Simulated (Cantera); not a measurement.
A closed system holds: 1 mol C₃H₈, 0.31 mol H₂O, 2.7 mol N₂, equilibrated at 723.15 K.

Cantera equilibrium calculation (NASA polynomials, part measured and part estimated; ideal gas, pure solids and liquids). Candidate condensed phases: C, C₆H₆, C₇H₈, C₈H₁₈, H₂O; 136 gas species. The ideal-gas law is rough above about 30 bar. Kinetics and transport are ignored.

x: gas mole fraction; n: condensed amount in mol.

| P (Pa) | x H₂ | x N₂ | x CH₄ | x H₂O | x CO | x CO₂ | x NH₃ | n C(graphite) |
|---|---|---|---|---|---|---|---|---|
| 10 | 0.588 | 0.369 | 0.000184 | 0.000495 | 0.0414 | 0.000266 | 1.92e-7 | 2.69 |
| 100 | 0.586 | 0.372 | ___ | ___ | ___ | ___ | ___ | 2.72 |
| 1000 | 0.560 | 0.384 | ___ | ___ | ___ | ___ | ___ | 2.74 |
| 10000 | 0.434 | 0.421 | 0.100 | 0.0382 | 0.00433 | 0.00291 | 0.000130 | 2.31 |
| 100000 | 0.217 | 0.480 | 0.250 | 0.0500 | 0.00113 | 0.00200 | 0.000489 | 1.58 |
| 1000000 | 0.0804 | 0.517 | 0.344 | 0.0555 | 0.000339 | 0.00179 | 0.00115 | 1.19 |
| 10000000 | 0.0267 | 0.531 | 0.381 | 0.0575 | 0.000106 | 0.00174 | 0.00223 | 1.06 |

Q: Complete the blanks.

A: 
- 100, x CH₄: 0.00182
- 100, x H₂O: 0.00414
- 100, x CO: 0.0348
- 100, x CO₂: 0.00188
- 100, x NH₃: 1.91e-6
- 1000, x CH₄: 0.0167
- 1000, x H₂O: 0.0189
- 1000, x CO: 0.0166
- 1000, x CO₂: 0.00428
- 1000, x NH₃: 1.82e-5
